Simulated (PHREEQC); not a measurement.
Solution (72 °C): 0.0061 mol HBr, 9.1e-05 mol AlCl3 and 0.026 mol MgCl2 per kg of water. Closed to the air; pH follows from the charge balance.

Computed with PHREEQC (ion-association model, phreeqc.dat).

Precipitation was switched off in this run.

**Question.** Predict the pH, specific conductance, density.

**Answer.** pH 2.30; specific conductance 16700 µS/cm; density 0.979 g/cm³.

**Question.** In which forms is Al present?

**Answer.** Al+3 99 %, AlOH+2 1.4 % of the Al.

Species that the database lacks are ignored. Away from 25 °C the constants follow the database's enthalpies or fits; those with neither stay at their 25 °C values.
